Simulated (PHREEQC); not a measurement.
Solution (74 °C): 0.033 mol NaH2PO4, 3.1e-05 mol NH3 and 0.014 mol KCl per kg of water. Closed to the air; pH follows from the charge balance.

Model: ion-association model, phreeqc.dat, run in PHREEQC.

| quantity | before | after |
|---|---|---|
| pH | 4.63 | 5.31 |
| HPO4-2 (mol/kgw) | 0.000202 | 5.66e-6 |
| NH3 (mol/kgw) | 1.12e-8 | 6.72e-10 |

Problem. What was changed between the two runs?
A. diluted 100-fold with water
B. NaH2PO4 replaced by K3PO4 at the same molality
C. KCl replaced by NH4Cl at the same molality
D. temperature from 74 to 60 °C
E. diluted 2-fold with water

Solution. A, diluted 100-fold with water

This is a speciation only: nothing precipitates in the calculation. Constants without temperature data keep their 25 °C values here.
